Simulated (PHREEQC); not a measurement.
# Brine

A solution holds 2.2 mol/kgw NaCl and 0.048 mol/kgw BaCl2, at 20 °C. Closed to the air; pH follows from the charge balance.

Model: Pitzer model, pitzer.dat, run in PHREEQC.

This is a speciation only: nothing precipitates in the calculation.

### Question
Predict the activity of water, density, osmotic coefficient.

### Answer
activity of water 0.922; density 1.089 g/cm³; osmotic coefficient 0.998.

Species that the database lacks are ignored.
